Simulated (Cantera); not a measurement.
Input: 1 mol C₂H₆, 0.46 mol NH₃, held at 1498 K and 10000 Pa.

Cantera equilibrium calculation (NASA polynomials, part measured and part estimated; ideal gas, pure solids and liquids). Candidate condensed phases: C, C₆H₆, C₇H₈, C₈H₁₈; 92 gas species. Kinetics and transport are ignored.

Problem. What is the equilibrium state?

Solution. 
```
Quantity                Result
-------------------  ---------
x(H₂)                    0.941
x(N₂)                   0.0586
x(HCN)                0.000245
x(CH₄)                0.000230
x(H)                   5.27e-5
x(C₂H₂ (acetylene))    8.29e-6
x(HNC)                 4.10e-6
x(NH₃)                 1.38e-6
n(C(graphite))        2.00 mol
gas amount           3.919 mol
```
